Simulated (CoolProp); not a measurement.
Vapour-liquid equilibrium of R1234ze(E) (1) + R227EA (2) at 269.8 K; x and y are mole fractions of (1).

Values from CoolProp's multi-fluid Helmholtz-energy mixture model, Thol 2016 and Lemmon 2016; pair parameters Bell 2023.

Q: Give the bubble pressure and the first vapour's composition at x = 0.2, 0.275, 0.425. Is there an azeotrope?

A: x = 0.2: 1.782 bar, y = 0.224; x = 0.275: 1.802 bar, y = 0.303; x = 0.425: 1.839 bar, y = 0.453. No azeotrope shows between x = 0.05 and 0.95.

The pair parameters rest on a limited set of measurements; away from them the model extrapolates.
